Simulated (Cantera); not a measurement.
## Diamond growth

A diamond (100) surface in a fixed gas of H2 with x(CH4) = 0.0041, x(H) = 0.013, x(CH3) = 2.4e-05, 8600 Pa; coverages are run to steady state.

Model: the Harris–Goodwin 1993 mechanism for the reconstructed diamond (100) surface, integrated in Cantera.

| T (K) | growth (µm/h) | θ c6HH | θ c6H* | θ c6*H | θ c6** | θ c6HM |
|---|---|---|---|---|---|---|
| 950 | 0.857 | 0.642 | 0.0143 | 0.335 | 0.00673 | 0.00125 |
| 1000 | 1.09 | 0.596 | 0.0185 | 0.374 | 0.00980 | 0.00100 |
| 1050 | 1.32 | 0.552 | 0.0232 | 0.410 | 0.0137 | 0.000802 |
| 1100 | 1.52 | 0.511 | 0.0281 | 0.441 | 0.0184 | 0.000629 |
| 1150 | 1.59 | 0.473 | 0.0333 | 0.469 | 0.0241 | 0.000462 |
| 1200 | 1.47 | 0.439 | 0.0387 | 0.491 | 0.0306 | 0.000300 |
| 1250 | 1.18 | 0.407 | 0.0441 | 0.510 | 0.0379 | 0.000167 |
| 1300 | 0.900 | 0.379 | 0.0494 | 0.526 | 0.0459 | 8.06e-5 |
| 1350 | 0.729 | 0.353 | 0.0547 | 0.537 | 0.0545 | 3.60e-5 |
| 1400 | 0.661 | 0.331 | 0.0599 | 0.546 | 0.0636 | 1.56e-5 |
θ: site fractions in the mechanism's names (c6HH fully hydrogenated, c6H* and c6*H radical sites, c6** diradical, c6HM methylated).
